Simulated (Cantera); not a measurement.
Cantera run, input and output.

```python
import numpy as np
import cantera as ct

gas = ct.Solution("gri30.yaml")
gas.TPX = 1400, 300, {'C3H8': 1, 'H2': 31}
reactor = ct.IdealGasConstPressureReactor(gas, energy="off", clone=False)
net = ct.ReactorNet([reactor])
net.rtol, net.atol = 1e-08, 1e-18
show = ['C3H8', 'H2', 'C2H', 'H', 'CH2', 'CH3']
times = np.geomspace(6e-05, 7, 15)

steps = ct.SolutionArray(gas, extra=["t"])
rows = []
print(f"{'t/s':>10s}{'T/K':>9s}{'P/Pa':>11s}" + "".join(f"{s:>11s}" for s in show))
for t in times:
    while net.time < t:
        t_next = net.step()
        steps.append(gas.state, t=t_next)
    rows.append([np.interp(t, steps.t, y) for y in (steps.T, steps.P, *steps(*show).X.T)])
    print(f"{t:10.3e}{rows[-1][0]:9.1f}{rows[-1][1]:11.4g}" + "".join(f"{x:11.3e}" for x in rows[-1][2:]))
rate = np.gradient(steps.T, steps.t)
print("integrator steps:", len(steps.t))
if steps.T.max() > steps.T[0] + 200:
    print(f"time of steepest temperature rise: {steps.t[rate.argmax()]:.4e} s")
gas.TPX = 1400, 300, {'C3H8': 1, 'H2': 31}
gas.equilibrate("TP")
print(f"equilibrium (TP): T = {gas.T:.1f} K  " + "  ".join(f"{s} {gas[s].X[0]:.3e}" for s in show))
```

Output:

```
       t/s      T/K       P/Pa       C3H8         H2        C2H          H        CH2        CH3
 6.000e-05   1400.0        300  3.120e-02  9.687e-01  5.647e-20  7.090e-06  1.650e-11  4.612e-05
 1.381e-04   1400.0        300  3.112e-02  9.686e-01  4.993e-18  2.800e-05  2.581e-10  1.071e-04
 3.177e-04   1400.0        300  3.088e-02  9.683e-01  6.386e-16  8.533e-05  4.038e-09  2.784e-04
 7.310e-04   1400.0        300  2.998e-02  9.673e-01  6.191e-14  2.047e-04  5.384e-08  7.749e-04
 1.682e-03   1400.0        300  2.653e-02  9.636e-01  4.223e-12  4.774e-04  4.086e-07  1.872e-03
 3.871e-03   1400.0        300  1.456e-02  9.511e-01  2.820e-10  1.212e-03  1.354e-06  3.185e-03
 8.906e-03   1400.0        300  8.528e-04  9.370e-01  6.374e-09  1.974e-03  1.285e-06  1.705e-03
 2.049e-02   1400.0        300  7.284e-06  9.374e-01  7.268e-09  8.987e-04  3.145e-07  6.390e-04
 4.716e-02   1400.0        300  4.283e-08  9.381e-01  4.781e-09  4.058e-04  7.542e-08  2.854e-04
 1.085e-01   1400.0        300  8.386e-10  9.385e-01  2.932e-09  1.962e-04  1.912e-08  1.374e-04
 2.497e-01   1400.0        300  2.307e-10  9.388e-01  1.789e-09  1.002e-04  5.190e-09  6.994e-05
 5.745e-01   1400.0        300  7.668e-11  9.390e-01  1.139e-09  5.512e-05  1.602e-09  3.836e-05
 1.322e+00   1400.0        300  2.967e-11  9.392e-01  8.337e-10  3.550e-05  6.684e-10  2.463e-05
 3.042e+00   1400.0        300  1.364e-11  9.394e-01  8.439e-10  3.201e-05  5.389e-10  2.213e-05
 7.000e+00   1400.0        300  1.022e-11  9.395e-01  1.287e-09  4.512e-05  1.054e-09  3.107e-05
integrator steps: 1002
equilibrium (TP): T = 1400.0 K  C3H8 5.534e-14  H2 9.562e-01  C2H 3.723e-09  H 8.743e-05  CH2 1.867e-10  CH3 2.831e-06
```

Detailed kinetics in Cantera: GRI-Mech 3.0 (53 species, 325 reactions). GRI-Mech 3.0 was tuned for natural gas; its chemistry of propane as a main component is partial and can be far from experiment. GRI-Mech 3.0 stops at C3 and has no aromatics, soot or wall deposition, so with more carbon than oxygen in the feed, carbon stays in small species such as C2H2 where larger ones or solid carbon would form. Radical loss at walls, strong at low pressure, is not modelled.
